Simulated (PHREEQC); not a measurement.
## Copper plating or etch bath

Make-up at 9.8 °C: 0.0047 mol CuCl2 and 0.00024 mol HBF4 per kg of water. Closed to the air; pH follows from the charge balance.

Equilibrium calculation in PHREEQC: ion-association model, wateq4f.dat.

Precipitation was switched off in this run.

**Question.** Predict the pH.

**Answer.** pH 3.25.

**Question.** In which forms is F present?

**Answer.** F- 61 %, HF 35 %, CuF+ 2.8 % of the F.

Away from 25 °C the constants follow the database's enthalpies or fits; those with neither stay at their 25 °C values. Real BF4- forms and hydrolyses slowly; the run takes it at equilibrium.
